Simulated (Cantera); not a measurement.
Charge: 1 mol Fe₂O₃, 5.1 mol O₂, 6.1 mol N₂, at 1725 K and 75.0 Torr.

Method: chemical equilibrium by Gibbs-energy minimisation in Cantera with the NASA 1993 tables (ideal gas, pure condensed phases). Candidate condensed phases: Fe, FeO, Fe₂O₃, Fe₃O₄; 11 gas species. Rates play no part.

Base state: N₂ 0.535, O₂ 0.461, NO 0.00389, O 0.000125 (mole fractions); condensed: Fe₃O₄(s).

Problem. What changes in the equilibrium state with this change: 0.78 mol H₂ added?

Solution. 
```csv
species,before,after
N₂,0.535,0.517
O₂,0.461,0.413
H₂O,0,0.0660
OH,0,0.000735
NO,0.00389,0.00362
O,0.000125,0.000118
"Fe₃O₄(s), mol",0.667,0.667
```
Further candidate phases: Fe(OH)₂, Fe(OH)₃, H₂O.

Problem. What changes in the equilibrium state with this change: temperature from 1725 K to 1600 K?

Solution. 
```json
[
 {"species": "N₂", "before": "0.535", "after": "0.535"},
 {"species": "O₂", "before": "0.461", "after": "0.462"},
 {"species": "NO", "before": "0.00389", "after": "0.00237"},
 {"species": "O", "before": "0.000125", "after": "3.12e-5"},
 {"species": "Fe₃O₄(s), mol", "before": "0.667", "after": "0.667"}
]
```
